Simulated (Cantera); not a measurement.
A closed system holds: 1 mol CsOH, 1.3 mol H2, 0.03 mol O2, held at 1627 °C and 0.133 bar.

Cantera equilibrium calculation (NASA polynomials, part measured and part estimated; ideal gas, pure solids and liquids). Candidate condensed phases: Cs, CsOH, H2O; 15 gas species. Rates play no part.

Base state: H2 0.376, H2O 0.234, Cs 0.211, CsOH 0.178, H 0.00133, OH 6.81e-5, Cs2 2.00e-5 (mole fractions); condensed: gas only.

### Question
What changes in the equilibrium state with this change: pressure from 0.133 bar to 0.00320 bar?

### Answer
```json
[
 {"species": "H2O", "before": "0.234", "after": "0.326"},
 {"species": "Cs", "before": "0.211", "after": "0.304"},
 {"species": "H2", "before": "0.376", "after": "0.299"},
 {"species": "CsOH", "before": "0.178", "after": "0.0623"},
 {"species": "O", "before": "1.81e-7", "after": "1.32e-5"},
 {"species": "Cs2", "before": "2.00e-5", "after": "1.01e-6"},
 {"species": "OH", "before": "6.81e-5", "after": "0.000686"},
 {"species": "H", "before": "0.00133", "after": "0.00767"}
]
```

### Question
What changes in the equilibrium state with this change: CsOH replaced by Mg(OH)2?

### Answer
```
species       before     after
-----------  -------  --------
H2             0.376     0.538
H2O            0.234     0.460
H            0.00133   0.00159
Cs             0.211         0
CsOH           0.178         0
Mg                 0   2.95e-5
Cs2          2.00e-5         0
OH           6.81e-5  0.000112
MgO(s), mol        0     1.000
```
Further candidate phases: Mg, MgO, Mg(OH)2.
